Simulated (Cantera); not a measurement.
Source: NASA polynomial tables (part measured, part estimated), evaluated in Cantera. Values are per mole of reaction as written; species without (g) are pure solids or liquids, kept so even where they would boil at 1 bar.

Between 625 and 750 K, where is each reaction favourable under standard conditions?
- 2 SF₆(g) + 4 N(g) = S₂(g) + 4 NF₃(g)
- 2 NF₃(g) + S = N₂(g) + SF₆(g)
- 2 N₂(g) + 2 SF₆(g) = S₂(g) + 4 NF₃(g)


- 2 SF₆(g) + 4 N(g) = S₂(g) + 4 NF₃(g): ΔG° is 109 kJ at 625 K and 103 kJ at 750 K; it stays positive (K < 1). ΔH° is 138 kJ and ΔS° 46 J/K at 750 K.
- 2 NF₃(g) + S = N₂(g) + SF₆(g): ΔG° is -910 kJ at 625 K and -900 kJ at 750 K; it stays negative (K > 1). ΔH° is -965 kJ and ΔS° -87 J/K at 750 K.
- 2 N₂(g) + 2 SF₆(g) = S₂(g) + 4 NF₃(g): ΔG° is 1853 kJ at 625 K and 1816 kJ at 750 K; it stays positive (K < 1). ΔH° is 2039 kJ and ΔS° 298 J/K at 750 K.
